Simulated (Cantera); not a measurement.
Charge: 1 mol Si, 0.019 mol CO2, 74 mol CO, held at 1673 K.

Method: chemical equilibrium by Gibbs-energy minimisation in Cantera with the NASA 1993 tables (ideal gas, pure condensed phases). Candidate condensed phases: C, Si, SiC, SiO2; 20 gas species. Mutual solubility and eutectic melting of coexisting phases are not modelled. The tables hold silica as quartz up to 1696 K and as liquid above; real silica turns to tridymite and cristobalite and melts near 1996 K. Kinetics and transport are ignored.

log p: log10 of the partial pressure in bar; n: condensed amount in mol.

```tsv
P (Pa)	log p CO	log p SiO	log p CO2	log p Si	log p Si2C	n SiC(s)	n SiO2(β-quartz)	n C(graphite)
10	-4.00	-6.16	-11.64	-8.12	-10.41	0.488	0	0
120	-2.92	-5.08	-9.48	-8.12	-10.41	0.490	0	0
1600	-1.80	-3.96	-7.23	-8.12	-10.41	0.491	0	0
19000	?	?	?	-8.15	-10.44	0.516	?	0
240000	?	?	?	?	<-11	0	0.997	?
3000000	1.47	-5.05	-0.82	<-10	<-10	0	1.000	2.34
```

Some entries are withheld; supply them.


- 19000, log p CO: -0.72
- 19000, log p SiO: -2.95
- 19000, log p CO2: -5.12
- 19000, n SiO2(β-quartz): 0.0479
- 240000, log p CO: 0.38
- 240000, log p SiO: -3.95
- 240000, log p CO2: -3.01
- 240000, log p Si: -10.16
- 240000, n C(graphite): 2.01
